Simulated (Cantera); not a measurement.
A Cantera script and what it prints.

```python
import numpy as np
import cantera as ct

gas_names = [...]  # 96 gases of nasa_gas.yaml made of C, Cl, H, Ti
cond_names = """
    C(gr) C6H6(L) C7H8(L) C8H18(L),n-octa Ti(a) Ti(b) Ti(L) TiC(s) TiC(L) TiCL2(s) TiCL3(s) TiCL4(L)
""".split()


# ... load() reads the species with a 1 bar reference pressure and builds the phases ...
atoms = {
    'TiCl4': {'Ti': 1, 'CL': 4},
    'C3H8': {'C': 3, 'H': 8},
    'H2': {'H': 2},
}
top_T = {'C(gr)': 4500, 'TiCL2(s)': 1300, 'TiCL3(s)': 1000}  # K; cautious upper limits of use, not melting points


# ... equilibrate(T, P, feed) seeds the gas with the atoms and calls Mixture.equilibrate('TP', solver="vcs", rtol=1e-11, max_steps=5000) ...
results = []
feed = {'TiCl4': 1, 'C3H8': 0.44, 'H2': 260}  # mol
P = 10000  # Pa
for T in [1075, 1125, 1175, 1225, 1275, 1325, 1375, 1425, 1475, 1525, 1575]:
    mix = equilibrate(T, P, feed)
    results.append((T, P, feed, dict(zip(mix.species_names, mix.species_moles))))

top = {s: max(r[3][s] / sum(r[3][g] for g in gas_names) for r in results) for s in gas_names}
cols = sorted((s for s in top if top[s] > 1e-05), key=lambda s: -top[s])[:9]
seen = [c for c in cond_names if any(r[3].get(c, 0) > 1e-12 for r in results)]
print("log10 of partial pressures in bar; condensed amounts in mol")
print(f"{'T/K':>10s}" + "".join(f"{s[:9]:>10s}" for s in cols + seen))
for T, P, feed, n in results:
    ng = sum(n[g] for g in gas_names)
    print(f"{T:10.4g}" + "".join(f"{np.log10(max(n[s] / ng * P / 1e5, 1e-99)):10.3f}" for s in cols)
          + "".join(f"{n.get(c, 0):10.4g}" for c in seen))
```

Result:

```
log10 of partial pressures in bar; condensed amounts in mol
       T/K        H2       HCL       CH4         H C2H2,acet     TiCL3     TiCL4     C(gr)    TiC(s)
      1075    -1.007    -2.821    -3.907    -8.337   -10.224    -5.878    -5.967         0    0.9937
      1125    -1.007    -2.819    -3.912    -7.856    -9.363    -6.219    -6.580         0    0.9977
      1175    -1.007    -2.819    -3.914    -7.415    -8.567    -6.537    -7.148         0     0.999
      1225    -1.007    -2.819    -3.915    -7.010    -7.835    -6.831    -7.670         0    0.9996
      1275    -1.007    -2.819    -4.047    -6.636    -7.423    -6.971    -8.022   0.08356    0.9997
      1325    -1.007    -2.819    -4.187    -6.290    -7.077    -7.083    -8.328    0.1483    0.9998
      1375    -1.007    -2.819    -4.317    -5.969    -6.757    -7.186    -8.611     0.192    0.9998
      1425    -1.007    -2.819    -4.438    -5.670    -6.460    -7.282    -8.874    0.2219    0.9999
      1475    -1.007    -2.819    -4.550    -5.390    -6.183    -7.371    -9.119    0.2422    0.9999
      1525    -1.007    -2.819    -4.655    -5.129    -5.924    -7.454    -9.348    0.2553    0.9999
      1575    -1.007    -2.819    -4.754    -4.885    -5.683    -7.532    -9.561    0.2624    0.9999
```

Method: chemical equilibrium by Gibbs-energy minimisation in Cantera with the NASA 1993 tables (ideal gas, pure condensed phases). TiC: taken at fixed stoichiometry.
